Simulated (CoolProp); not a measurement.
Vapour-liquid equilibrium of n-butane (1) + n-decane (2) at 77.25 °C; x and y are mole fractions of (1).

The numbers come from the multi-fluid Helmholtz-energy mixture model, Bücker 2006 and Lemmon 2006; pair parameters Kunz 2012 in CoolProp.

Give the bubble pressure and the first vapour's composition at x = 0.35, 0.65, 0.75. Is there an azeotrope?

x = 0.35: 0.3210 MPa, y = 0.990; x = 0.65: 0.5886 MPa, y = 0.996; x = 0.75: 0.6832 MPa, y = 0.997. No azeotrope shows between x = 0.05 and 0.95.

Pair parameters are fitted to limited data, so mixtures are less certain than the pure fluids. The gap from Raoult's law changes sign with composition, which may be real or a fault of the pair parameters; it wasn't checked against measurements.
